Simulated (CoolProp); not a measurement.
Vapour-liquid equilibrium of R113 (1) + ethanol (2) at 367.9 K; x and y are mole fractions of (1).

Model: multi-fluid Helmholtz-energy mixture model, Marx 1992 and Schroeder 2014; pair parameters Bell 2016, in CoolProp.

| x | bubble pressure, mixture model (bar) | bubble pressure, Raoult's law (bar) | y, mixture model | y, Raoult's law |
|---|---|---|---|---|
| 0.05 | 2.900 | 1.966 | 0.370 | 0.098 |
| 0.125 | 3.818 | 2.115 | 0.538 | 0.228 |
| 0.2 | 4.262 | 2.264 | 0.599 | 0.340 |
| 0.275 | 4.457 | 2.413 | 0.624 | 0.439 |
| 0.35 | 4.536 | 2.562 | 0.636 | 0.526 |
| 0.425 | 4.570 | 2.710 | 0.642 | 0.604 |
| 0.5 | 4.591 | 2.859 | 0.647 | 0.674 |
| 0.575 | 4.611 | 3.008 | 0.655 | 0.736 |
| 0.65 | 4.626 | 3.157 | 0.669 | 0.793 |
| 0.725 | 4.621 | 3.306 | 0.692 | 0.845 |
| 0.8 | 4.568 | 3.455 | 0.730 | 0.892 |
| 0.875 | 4.430 | 3.604 | 0.792 | 0.935 |
| 0.95 | 4.151 | 3.753 | 0.893 | 0.975 |

The largest gap from Raoult's law is +88.3 % in bubble pressure, at x = 0.2. y crosses x between x = 0.65 and 0.725: the model has an azeotrope there.

Pair parameters are fitted to limited data, so mixtures are less certain than the pure fluids. With so large a gap from Raoult's law the liquid may split in two, which this calculation doesn't test in full.
